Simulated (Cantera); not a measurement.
Feed: 1 mol Si, a varied amount of HF, 49 mol H₂, equilibrated at 1330 Pa.

Cantera equilibrium calculation (NASA polynomials, part measured and part estimated; ideal gas, pure solids and liquids). Candidate condensed phases: Si; 25 gas species. The tables' values for SiF₂, SiF₃ are old estimates. Rates play no part.

Stable condensed phases, one row left out:

```
T in °C \ n(HF) in mol
         1.1 1.4 1.8 2.3 2.9 3.7 4.7 5.9 7.6 9.6  12  16
   1500    A   A   A   A   B   B   B   B   B   B   B   B
   1400    A   A   A   A   A   B   B   B   B   B   B   B
   1300    A   A   A   A   A   B   B   B   B   B   B   B
   1200    A   A   A   A   A   B   B   B   B   B   B   B
   1000    A   A   A   A   A   A   B   B   B   B   B   B
    900    A   A   A   A   A   A   B   B   B   B   B   B
    800    A   A   A   A   A   A   B   B   B   B   B   B
    700    A   A   A   A   A   A   B   B   B   B   B   B
    600    A   A   A   A   A   A   B   B   B   B   B   B
    500    A   A   A   A   A   A   B   B   B   B   B   B
    400    A   A   A   A   A   A   B   B   B   B   B   B
```

A: Si; B: gas only.

### Question
Give the row for 1100 °C.

### Answer
1.1: Si; 1.4: Si; 1.8: Si; 2.3: Si; 2.9: Si; 3.7: gas only; 4.7: gas only; 5.9: gas only; 7.6: gas only; 9.6: gas only; 12: gas only; 16: gas only.
